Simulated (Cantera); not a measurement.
Cantera run, input and output.

```python
import numpy as np
import cantera as ct

gas = ct.Solution("h2o2.yaml")
gas.TPX = 1275, 530, {'H2': 0.3, 'O2': 1, 'N2': 0.51}
reactor = ct.IdealGasConstPressureReactor(gas, energy="off", clone=False)
net = ct.ReactorNet([reactor])
net.rtol, net.atol = 1e-08, 1e-18
show = ['H2', 'O2', 'H2O', 'HO2', 'O', 'H2O2', 'H']
times = np.geomspace(2e-06, 70, 9)

steps = ct.SolutionArray(gas, extra=["t"])
rows = []
print(f"{'t/s':>10s}{'T/K':>9s}{'P/Pa':>11s}" + "".join(f"{s:>11s}" for s in show))
for t in times:
    while net.time < t:
        t_next = net.step()
        steps.append(gas.state, t=t_next)
    rows.append([np.interp(t, steps.t, y) for y in (steps.T, steps.P, *steps(*show).X.T)])
    print(f"{t:10.3e}{rows[-1][0]:9.1f}{rows[-1][1]:11.4g}" + "".join(f"{x:11.3e}" for x in rows[-1][2:]))
rate = np.gradient(steps.T, steps.t)
print("integrator steps:", len(steps.t))
if steps.T.max() > steps.T[0] + 200:
    print(f"time of steepest temperature rise: {steps.t[rate.argmax()]:.4e} s")
gas.TPX = 1275, 530, {'H2': 0.3, 'O2': 1, 'N2': 0.51}
gas.equilibrate("TP")
print(f"equilibrium (TP): T = {gas.T:.1f} K  " + "  ".join(f"{s} {gas[s].X[0]:.3e}" for s in show))
```

Result:

```
       t/s      T/K       P/Pa         H2         O2        H2O        HO2          O       H2O2          H
 2.000e-06   1275.0        530  1.657e-01  5.525e-01  2.776e-14  2.540e-10  1.833e-12  2.528e-15  2.522e-10
 1.754e-05   1275.0        530  1.657e-01  5.525e-01  1.703e-11  2.227e-09  1.315e-10  1.937e-13  2.113e-09
 1.538e-04   1275.0        530  1.657e-01  5.525e-01  7.219e-09  1.952e-08  7.477e-09  1.483e-11  1.928e-08
 1.349e-03   1275.0        530  1.657e-01  5.525e-01  3.665e-05  1.868e-07  1.373e-05  1.121e-09  2.307e-05
 1.183e-02   1275.0        530  8.389e-03  4.573e-01  1.264e-01  1.732e-06  6.065e-02  7.310e-08  5.414e-02
 1.038e-01   1275.0        530  5.283e-03  4.821e-01  1.531e-01  1.876e-06  3.329e-02  9.206e-08  2.294e-02
 9.101e-01   1275.0        530  2.196e-04  5.105e-01  1.794e-01  6.452e-07  1.252e-03  4.293e-08  1.703e-04
 7.982e+00   1275.0        530  4.555e-06  5.119e-01  1.806e-01  3.191e-08  2.602e-05  4.453e-09  5.105e-07
 7.000e+01   1275.0        530  3.295e-07  5.120e-01  1.807e-01  1.739e-08  1.888e-06  6.102e-10  9.988e-09
integrator steps: 2087
equilibrium (TP): T = 1275.0 K  H2 1.928e-07  O2 5.120e-01  H2O 1.807e-01  HO2 2.081e-08  O 1.105e-06  H2O2 4.247e-10  H 4.475e-09
```

Computed with Cantera and the H2/O2 subset of GRI-Mech 3.0, which has no nitrogen chemistry. Radical loss at walls, strong at low pressure, is not modelled. The temperature is held fixed by assumption; the heat of reaction is taken as removed at once.
